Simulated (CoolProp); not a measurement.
Saturation properties of toluene (Tc = 591.7 K, pc = 4.126 MPa, ω = 0.266).

Computed with CoolProp (reference Helmholtz-energy equation of state, Lemmon 2006). It is a short technical equation, of lower accuracy than the large ones.

```tsv
T (K)	p (MPa)	vapour density (kg/m³)	surface tension (mN/m)	liquid viscosity (µPa s)
393.2	0.1315	3.897	16.8	232
404.3	0.1755	5.115	15.6	215
415.3	0.2296	6.599	14.5	199
426.3	0.2956	8.401	13.3	186
437.4	0.3760	10.59	12.2	173
448.4	0.4710	13.20	11.1	161
459.4	0.5831	16.30	9.98	150
470.4	0.7142	19.98	8.92	140
481.5	0.8676	24.38	7.88	131
```

It boils at 383.7 K under 1 atm.

Viscosity comes from a separate model (Avgeri 2015). Surface tension comes from a separate correlation (Mulero 2012).
